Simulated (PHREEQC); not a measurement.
## Leach liquor: an equilibrium model

Dissolve 0.0097 mol/kgw H2SO4, 0.2 mol/kgw MnSO4 and 0.017 mol/kgw MgSO4 at 20 °C. Closed to the air; pH follows from the charge balance.

Computed with PHREEQC (ion-association model, phreeqc.dat).

Each row changes one thing in this solution. No solid was allowed to form.

| case | pH | ionic strength (mol/kgw) | SO4-2 (mol/kgw) | Mn+2 (mol/kgw) | MnSO4 (mol/kgw) | HSO4- (mol/kgw) | SI of Pyrochroite (Mn(OH)2) |
|---|---|---|---|---|---|---|---|
| as made | 2.33 | 0.456 | 0.110 | 0.106 | 0.0941 | 0.0133 | -12.11 |
| MnSO4 from 0.2 to 0.4 mol/kgw | 2.43 | 0.827 | 0.202 | 0.200 | 0.200 | 0.0144 | -11.71 |
| diluted 100-fold with water | 3.80 | 0.00775 | 0.00195 | … | 0.000268 | … | … |
| 0.03 mol/kgw CO2 added | 2.33 | 0.456 | 0.110 | 0.106 | 0.0941 | 0.0133 | -12.11 |
| MgSO4 replaced by K2SO4 at the same molality | 2.33 | 0.464 | 0.114 | 0.105 | 0.0953 | 0.0134 | … |

Problem. What belongs in the gaps?

Solution. 
- diluted 100-fold with water, Mn+2 (mol/kgw): 0.00173
- diluted 100-fold with water, HSO4- (mol/kgw): 2.08e-5
- diluted 100-fold with water, SI of Pyrochroite (Mn(OH)2): -10.52
- MgSO4 replaced by K2SO4 at the same molality, SI of Pyrochroite (Mn(OH)2): -12.10

The ionic strength passes 0.7 mol/kgw, the rough limit of the ion-association models, in MnSO4 from 0.2 to 0.4 mol/kgw.
